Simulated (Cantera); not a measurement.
Input: 1 mol SiC, 0.03 mol H2O, 22 mol N2, at 0.830 bar.

Method: chemical equilibrium by Gibbs-energy minimisation in Cantera with the NASA 1993 tables (ideal gas, pure condensed phases). Candidate condensed phases: C, C6H6, C7H8, C8H18, H2O, Si, SiC, SiO2, Si2N2O, Si3N4; 151 gas species. N2 is the only nitrogen source here; it is nearly inert below about 1500 K, so the nitride shown seldom forms there in practice. Mutual solubility and eutectic melting of coexisting phases are not modelled. Equilibrium is a limit: real reactors are often held back by kinetics, nucleation or transport.

### Question
Which condensed phases are stable at each of these points (T (K)): 1248, 1298, 1348, 1398, 1448, 1498, 1548, 1598, 1648, 1698, 1748?

### Answer
```json
[
 {"T (K)": "1248", "condensed phases": "C(graphite) + Si2N2O(s) + Si3N4(s)", "Si condensed (%)": "100.0"},
 {"T (K)": "1298", "condensed phases": "C(graphite) + Si2N2O(s) + Si3N4(s)", "Si condensed (%)": "100.0"},
 {"T (K)": "1348", "condensed phases": "C(graphite) + Si2N2O(s) + Si3N4(s)", "Si condensed (%)": "100.0"},
 {"T (K)": "1398", "condensed phases": "C(graphite) + Si2N2O(s) + Si3N4(s)", "Si condensed (%)": "100.0"},
 {"T (K)": "1448", "condensed phases": "C(graphite) + Si2N2O(s) + Si3N4(s)", "Si condensed (%)": "100.0"},
 {"T (K)": "1498", "condensed phases": "C(graphite) + Si2N2O(s) + Si3N4(s)", "Si condensed (%)": "100.0"},
 {"T (K)": "1548", "condensed phases": "C(graphite) + Si2N2O(s) + Si3N4(s)", "Si condensed (%)": "100.0"},
 {"T (K)": "1598", "condensed phases": "C(graphite) + Si2N2O(s) + Si3N4(s)", "Si condensed (%)": "100.0"},
 {"T (K)": "1648", "condensed phases": "C(graphite) + Si2N2O(s) + Si3N4(s)", "Si condensed (%)": "100.0"},
 {"T (K)": "1698", "condensed phases": "SiC(s) + Si3N4(s)", "Si condensed (%)": "100.0"},
 {"T (K)": "1748", "condensed phases": "SiC(s) + Si3N4(s)", "Si condensed (%)": "100.0"}
]
```

From 1248 K to 1648 K the condensed part is C(graphite) + Si2N2O(s) + Si3N4(s). From 1698 K to 1748 K the condensed part is SiC(s) + Si3N4(s).
